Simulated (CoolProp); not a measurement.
Properties of n-butane along the isobar 1.12 MPa (Tc = 425.1 K, pc = 3.796 MPa, ω = 0.201).

Computed with CoolProp (reference Helmholtz-energy equation of state, Bücker 2006).

```csv
T (K),phase,cv (kJ/(kg K)),conductivity (mW/(m K))
373.1,gas,1.967,___
384,gas,2.003,27.4
394.9,gas,2.041,28.8
405.7,gas,___,30.2
416.6,gas,2.120,31.6
427.5,gas,___,___
438.4,gas,2.203,34.7
449.3,gas,2.244,36.3
460.2,gas,2.285,37.9
471.1,gas,2.326,39.6
482,gas,2.367,41.3
492.9,gas,2.407,43.1
503.8,gas,2.447,44.8
514.7,gas,2.487,46.7
```

Question: Complete the blanks.

Answer: 
- 373.1, conductivity (mW/(m K)): 26.1
- 405.7, cv (kJ/(kg K)): 2.080
- 427.5, cv (kJ/(kg K)): 2.161
- 427.5, conductivity (mW/(m K)): 33.1

Thermal conductivity comes from a separate model (Perkins 2002).
